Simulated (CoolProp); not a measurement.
A single-stage vapour-compression cycle with R1233zd(E): evaporating at 248.15 K (dew point), condensing at 311.15 K (bubble point), superheat 2 K, subcooling 2 K, compressor efficiency 0.85, no pressure losses. Each further row changes one setting.

Values from CoolProp's reference Helmholtz-energy equation of state, Akasaka 2022.

```csv
case,cooling COP,pressure ratio,discharge temperature (K),refrigerating effect (kJ/kg),volumetric capacity (kJ/m³)
as stated,[?],14.3,326.9,145,131
evaporating temperature 253.15 K,3.01,10.9,324.5,149,172
condensing temperature 306.15 K,[?],12.1,[?],151,136
subcooling 7 K,2.76,14.3,326.9,151,136
superheat 12 K,2.68,14.3,337.5,152,131
compressor efficiency 0.75,2.34,14.3,335.3,145,131
```

Question: Fill in the missing entries.

Answer: 
- as stated, cooling COP: 2.65
- condensing temperature 306.15 K, cooling COP: 2.96
- condensing temperature 306.15 K, discharge temperature (K): 321.8
